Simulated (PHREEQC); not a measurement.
# Alkaline etch or developer: speciation

Consider water at 25 °C with 1.9 mmol/kgw LiOH, 0.00064 mmol/kgw H3BO3 and 0.00037 mmol/kgw K2CO3. Closed to the air; pH follows from the charge balance.

Equilibrium calculation in PHREEQC: ion-association model, wateq4f.dat.

The pH is 11.26 and the ionic strength comes out as 0.00190 mol/kgw. The total alkalinity is 1.90 meq/kg.

| species | molality | activity | log γ |
|---|---|---|---|
| Li+ | 0.00190 | 0.00181 | -0.020 |
| OH- | 0.00190 | 0.00181 | -0.021 |
| K+ | 7.40e-7 | 7.05e-7 | -0.021 |
| H2BO3- | 6.34e-7 | 6.04e-7 | -0.021 |
| CO3-2 | 3.36e-7 | 2.77e-7 | -0.083 |
| HCO3- | 3.43e-8 | 3.27e-8 | -0.021 |
| H3BO3 | 5.80e-9 | 5.80e-9 | 0.000 |

This is a speciation only: nothing precipitates in the calculation. Complexes and solids missing from the database can't appear.
